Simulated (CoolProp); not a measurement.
Vapour-liquid equilibrium of n-decane (1) + n-dodecane (2) at 364.6 K; x and y are mole fractions of (1).

Values from CoolProp's multi-fluid Helmholtz-energy mixture model, Lemmon 2006 and Lemmon 2004; pair parameters Bell 2016.

Q: Give the bubble pressure and the first vapour's composition at x = 0.05, 0.15, 0.45. Is there an azeotrope?

A: x = 0.05: 0.01598 bar, y = 0.206; x = 0.15: 0.02138 bar, y = 0.469; x = 0.45: 0.03797 bar, y = 0.807. No azeotrope shows between x = 0.05 and 0.95.

The pair parameters rest on a limited set of measurements; away from them the model extrapolates. The gap from Raoult's law changes sign with composition, which may be real or a fault of the pair parameters; it wasn't checked against measurements.
